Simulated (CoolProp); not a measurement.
Ammonia at 471.99 K and 0.329 MPa flows at 5.7 m/s in a round tube of 50 mm bore and 45 µm roughness, fully developed (64/Re and Nu = 3.66 if laminar; Colebrook and Gnielinski if turbulent). Each further row changes one setting.

Values from CoolProp's reference Helmholtz-energy equation of state, Gao 2020.

```json
[
 {"case": "as stated", "Reynolds number": "24400", "Darcy friction factor": "0.0267", "pressure drop (Pa/m)": "12.5", "heat-transfer coefficient (W/(m² K))": "69.5", "mass flow (kg/h)": "57.9"},
 {"case": "velocity 11.4 m/s", "Reynolds number": "48800", "Darcy friction factor": "0.0238", "pressure drop (Pa/m)": "?", "heat-transfer coefficient (W/(m² K))": "126", "mass flow (kg/h)": "116"},
 {"case": "diameter 100 mm", "Reynolds number": "48800", "Darcy friction factor": "?", "pressure drop (Pa/m)": "?", "heat-transfer coefficient (W/(m² K))": "?", "mass flow (kg/h)": "?"}
]
```

What belongs in the gaps?


- velocity 11.4 m/s, pressure drop (Pa/m): 44.5
- diameter 100 mm, Darcy friction factor: 0.0225
- diameter 100 mm, pressure drop (Pa/m): 5.25
- diameter 100 mm, heat-transfer coefficient (W/(m² K)): 59.3
- diameter 100 mm, mass flow (kg/h): 232

Viscosity comes from a separate model (Fenghour 1995). Thermal conductivity comes from a separate model (Tufeu 1984).
